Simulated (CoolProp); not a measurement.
Properties of C3F8 (R218) along the isobar 160 kPa (Tc = 345.0 K, pc = 2640 kPa, ω = 0.317).

Model: reference Helmholtz-energy equation of state, Lemmon 2006, in CoolProp. It is a short technical equation, of lower accuracy than the large ones.

| T (K) | phase | cv (kJ/(kg K)) | fugacity coefficient |
|---|---|---|---|
| 140.5 | liquid | 0.4970 | 0.0001864 |
| 156.7 | liquid | 0.5335 | 0.001718 |
| 172.8 | liquid | 0.5675 | 0.009653 |
| 189 | liquid | 0.5996 | 0.03858 |
| 205.1 | liquid | 0.6300 | 0.1177 |
| 221.3 | liquid | 0.6594 | 0.2958 |
| 237.4 | liquid | 0.6880 | 0.6315 |
| 253.5 | gas | 0.6916 | 0.9400 |
| 269.7 | gas | 0.7109 | 0.9525 |
| 285.8 | gas | 0.7329 | 0.9616 |
| 302 | gas | 0.7558 | 0.9685 |
